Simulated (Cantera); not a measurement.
What does this Cantera script print?

```python
import numpy as np
import cantera as ct

gas_names = [...]  # 109 gases of nasa_gas.yaml made of C, Cl, H, Si
cond_names = """
    C(gr) C6H6(L) C7H8(L) C8H18(L),n-octa Si(cr) Si(L) SiC(b)
""".split()


# ... load() reads the species with a 1 bar reference pressure and builds the phases ...
atoms = {
    'SiH2Cl2': {'Si': 1, 'H': 2, 'CL': 2},
    'C2H2': {'C': 2, 'H': 2},
    'H2': {'H': 2},
}
top_T = {'C(gr)': 4500, 'SiC(b)': 3050}  # K; cautious upper limits of use, not melting points


# ... equilibrate(T, P, feed) seeds the gas with the atoms and calls Mixture.equilibrate('TP', solver="vcs", rtol=1e-11, max_steps=5000) ...
results = []
feed = {'SiH2Cl2': 1, 'C2H2': 0.016, 'H2': 40}  # mol
P = 260  # Pa
for T in [973, 1023, 1073, 1123, 1173, 1223, 1273]:
    mix = equilibrate(T, P, feed)
    results.append((T, P, feed, dict(zip(mix.species_names, mix.species_moles))))
    x = sorted(zip(gas.X, gas.species_names), reverse=True)
    print(f"T = {T:g} K  P = {P:g} Pa  gas = {mix.phase_moles(0):.4g} mol")
    print("   x: " + "  ".join(f"{s} {v:.3e}" for v, s in x if v > 0.0001))
    print("   condensed (mol): " + ("  ".join(f"{mix.phase(i).name} {mix.phase_moles(i):.4g}"
          for i in range(1, mix.n_phases) if mix.phase_moles(i) > 1e-12) or "none"))
```

Output:

```
T = 973 K  P = 260 Pa  gas = 41.73 mol
   x: H2 9.722e-01  HCL 2.001e-02  SiCL4 5.284e-03  SiHCL3 1.442e-03  SiCL2 6.622e-04  SiCL3 3.493e-04
   condensed (mol): Si(cr) 0.6434  SiC(b) 0.032
T = 1023 K  P = 260 Pa  gas = 41.82 mol
   x: H2 9.665e-01  HCL 2.725e-02  SiCL4 3.343e-03  SiCL2 1.366e-03  SiHCL3 1.003e-03  SiCL3 4.649e-04
   condensed (mol): Si(cr) 0.7083  SiC(b) 0.032
T = 1073 K  P = 260 Pa  gas = 41.91 mol
   x: H2 9.616e-01  HCL 3.343e-02  SiCL2 2.261e-03  SiCL4 1.637e-03  SiHCL3 5.770e-04  SiCL3 4.810e-04
   condensed (mol): Si(cr) 0.7593  SiC(b) 0.032
T = 1123 K  P = 260 Pa  gas = 41.97 mol
   x: H2 9.586e-01  HCL 3.711e-02  SiCL2 3.034e-03  SiCL4 6.162e-04  SiCL3 3.879e-04  SiHCL3 2.730e-04
   condensed (mol): Si(cr) 0.7864  SiC(b) 0.032
T = 1173 K  P = 260 Pa  gas = 42 mol
   x: H2 9.573e-01  HCL 3.858e-02  SiCL2 3.536e-03  SiCL3 2.684e-04  SiCL4 2.008e-04  SiHCL3 1.161e-04
   condensed (mol): Si(cr) 0.7946  SiC(b) 0.032
T = 1223 K  P = 260 Pa  gas = 42.01 mol
   x: H2 9.569e-01  HCL 3.895e-02  SiCL2 3.857e-03  SiCL3 1.769e-04
   condensed (mol): Si(cr) 0.7936  SiC(b) 0.032
T = 1273 K  P = 260 Pa  gas = 42.01 mol
   x: H2 9.568e-01  HCL 3.891e-02  SiCL2 4.092e-03  SiCL3 1.170e-04
   condensed (mol): Si(cr) 0.7892  SiC(b) 0.032
```

These are equilibrium values from Cantera (NASA tables, ideal gas, pure condensed phases), not measurements of a reactor. Mutual solubility and eutectic melting of coexisting phases are not modelled. The tables' values for SiCl3 are old estimates; treat these amounts as uncertain.
